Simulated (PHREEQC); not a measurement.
Dissolve 0.26 mol KH2PO4 per kg of water at 25 °C. Closed to the air; pH follows from the charge balance.

All values are PHREEQC results (ion-association model, phreeqc.dat), not measurements.

```
Quantity                      Value
--------------------  -------------
pH                             4.38
ionic strength        0.261 mol/kgw
activity of water             0.991
specific conductance    21100 µS/cm
density                 1.021 g/cm³
```

```json
[
 {"species": "K+", "molality": "0.260", "activity": "0.180", "log γ": "-0.160"},
 {"species": "H2PO4-", "molality": "0.258", "activity": "0.188", "log γ": "-0.137"},
 {"species": "H3PO4", "molality": "0.00110", "activity": "0.00117", "log γ": "0.026"},
 {"species": "HPO4-2", "molality": "0.00102", "activity": "0.000277", "log γ": "-0.567"},
 {"species": "KHPO4-", "molality": "0.000133", "activity": "9.70e-5", "log γ": "-0.137"},
 {"species": "H+", "molality": "5.36e-5", "activity": "4.22e-5", "log γ": "-0.104"}
]
```

No solid was allowed to form. Species that the database lacks are ignored.
